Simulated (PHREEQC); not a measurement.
A column of 0.1 m (40 cells, dispersivity 0.0035 m, 3600 s a shift, diffusion coefficient 3e-10 m²/s) holds 0.26 eq of the database's cation exchanger X per kg of pore water, first in equilibrium with 4.7 mmol/kgw (NH4)2SO4, 5.7 mmol/kgw KCl and 0.01 mmol/kgw HCl. It is flushed with 0.048 mol NH4Cl, 0.0074 mol MgSO4, 0.027 mol MnCl2 and 1e-05 mol HCl per kg of water, at 25 °C. Values are for the last cell. No CO2 enters from the air. Nothing may precipitate in this run.

The numbers come from PHREEQC with the ion-association model, phreeqc.dat.

Predict Mn in solution (mol/kgw), Mg in solution (mol/kgw), K in solution (mol/kgw) at pore volumes = 2.938, 4.513, 5.638.


```
pore volumes  Mn in solution (mol/kgw)  Mg in solution (mol/kgw)  K in solution (mol/kgw)
------------  ------------------------  ------------------------  -----------------------
2.938                           0.0156                   0.00264                   0.0280
4.513                           0.0242                   0.00576                  0.00960
5.638                           0.0262                   0.00681                  0.00340
```
